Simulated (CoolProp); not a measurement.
C3F8 (R218) at 298.15 K and 1.99 MPa is throttled through a valve to 0.321 MPa with no heat exchange. Each further row changes one setting.

The numbers come from the reference Helmholtz-energy equation of state, Lemmon 2006 in CoolProp. It is a short technical equation, of lower accuracy than the large ones.

| case | temperature change (K) | final phase | final density (kg/m³) |
|---|---|---|---|
| as stated | [?] | two-phase, vapour fraction 0.383 | 78.2 |
| outlet pressure 0.0963 MPa | [?] | [?] | 15.5 |
| outlet pressure 0.417 MPa | -24.8 | two-phase, vapour fraction 0.306 | 123 |

Question: What belongs in the gaps?

Answer: 
- as stated, temperature change (K): -32.6
- outlet pressure 0.0963 MPa, temperature change (K): -62.9
- outlet pressure 0.0963 MPa, final phase: two-phase, vapour fraction 0.629
